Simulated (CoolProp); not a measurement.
1000 sccm (0 °C, 1 atm) of nitrogen bubbles through liquid toluene at 349.5 K and leaves saturated at a total pressure of 0.15 MPa (ideal gas phase). Each further row changes one setting.

Computed with CoolProp (reference Helmholtz-energy equation of state, Lemmon 2006). It is a short technical equation, of lower accuracy than the large ones.

```tsv
case	vapour pressure (kPa)	mole fraction of vapour	delivery (mg/min)	delivery (sccm)	change of delivery for a bath 1 K warmer (%)
as stated	34.2	0.228	1210	295	4.7
bath temperature 354.5 K	40.7	0.271	1530	373	4.8
total pressure 0.3 MPa	34.2	0.114	529	129	4.1
```
